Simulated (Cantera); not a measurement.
Mixture: 14.4 % CH4, 18.0 % O2, 67.6 % N2, at 1.01 bar, adiabatic and at constant volume. Ignition delay is the time to a rise of 400 K.

Cantera simulation using GRI-Mech 3.0 (53 species, 325 reactions); the numbers are that mechanism's predictions, not measurements.

**Question.** Predict: delay at 1025 K; delay at 1125 K; delay at 1225 K; delay at 1325 K; delay at 1425 K; delay at 1525 K; apparent activation energy between 1325 and 1525 K.

**Answer.** 
```json
{
 "delay at 1025 K": "0.882 s",
 "delay at 1125 K": "0.170 s",
 "delay at 1225 K": "38.7 ms",
 "delay at 1325 K": "10.2 ms",
 "delay at 1425 K": "3.02 ms",
 "delay at 1525 K": "1.02 ms",
 "apparent activation energy between 1325 and 1525 K": "190 kJ/mol"
}
```
